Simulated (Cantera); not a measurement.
A perfectly stirred reactor is fed with H2 : O2 : N2 = 1 : 0.5 : 1.88 (molar parts), equivalence ratio 1.0, at 3.40 bar; it is adiabatic with a 350 K inlet, and is followed from long to short residence time, starting on the burning branch (τ in s: 0.22, 0.092, 0.039, 0.016, 0.0068, 0.0028, 0.0012, 0.0005, 0.00021, 8.8e-05, 3.7e-05, 1.5e-05).

Model: the H2/O2 subset of GRI-Mech 3.0, which has no nitrogen chemistry, integrated in Cantera. The hydrogen kinetics of GRI-Mech 3.0 are dated; newer H2 mechanisms differ, most at raised pressure.

x: mole fraction; the columns are a selection and need not sum to one.

```json
[
 {"τ (s)": "0.22", "T (K)": "2450", "x H2": "0.0123", "x O2": "0.00467", "x H": "0.00123", "x OH": "0.00640", "x O": "0.000425", "x HO2": "1.79e-6"},
 {"τ (s)": "0.092", "T (K)": "2450", "x H2": "0.0124", "x O2": "0.00470", "x H": "0.00125", "x OH": "0.00644", "x O": "0.000430", "x HO2": "1.81e-6"},
 {"τ (s)": "0.039", "T (K)": "2448", "x H2": "0.0126", "x O2": "0.00479", "x H": "0.00129", "x OH": "0.00652", "x O": "0.000443", "x HO2": "1.86e-6"},
 {"τ (s)": "0.016", "T (K)": "2443", "x H2": "0.0131", "x O2": "0.00500", "x H": "0.00139", "x OH": "0.00671", "x O": "0.000473", "x HO2": "1.99e-6"},
 {"τ (s)": "0.0068", "T (K)": "2433", "x H2": "0.0141", "x O2": "0.00541", "x H": "0.00161", "x OH": "0.00709", "x O": "?", "x HO2": "2.27e-6"},
 {"τ (s)": "0.0028", "T (K)": "2414", "x H2": "0.0160", "x O2": "0.00622", "x H": "0.00207", "x OH": "0.00782", "x O": "?", "x HO2": "2.89e-6"},
 {"τ (s)": "0.0012", "T (K)": "2383", "x H2": "0.0189", "x O2": "0.00749", "x H": "0.00296", "x OH": "0.00895", "x O": "?", "x HO2": "4.07e-6"},
 {"τ (s)": "0.00050", "T (K)": "2332", "x H2": "0.0233", "x O2": "0.00942", "x H": "0.00466", "x OH": "0.0105", "x O": "?", "x HO2": "6.35e-6"},
 {"τ (s)": "0.00021", "T (K)": "2260", "x H2": "0.0287", "x O2": "0.0120", "x H": "0.00762", "x OH": "0.0123", "x O": "?", "x HO2": "1.04e-5"},
 {"τ (s)": "8.8e-5", "T (K)": "2162", "x H2": "0.0351", "x O2": "0.0154", "x H": "0.0125", "x OH": "0.0138", "x O": "?", "x HO2": "1.74e-5"},
 {"τ (s)": "3.7e-5", "T (K)": "2036", "x H2": "0.0420", "x O2": "0.0196", "x H": "0.0198", "x OH": "0.0145", "x O": "?", "x HO2": "2.87e-5"},
 {"τ (s)": "1.5e-5", "T (K)": "1876", "x H2": "0.0500", "x O2": "0.0254", "x H": "0.0301", "x OH": "0.0138", "x O": "?", "x HO2": "4.77e-5"}
]
```

Task: Some entries are withheld; supply them.

Result: 
- 0.0068, x O: 0.000539
- 0.0028, x O: 0.000683
- 0.0012, x O: 0.000954
- 0.00050, x O: 0.00146
- 0.00021, x O: 0.00232
- 8.8e-5, x O: 0.00363
- 3.7e-5, x O: 0.00540
- 1.5e-5, x O: 0.00738
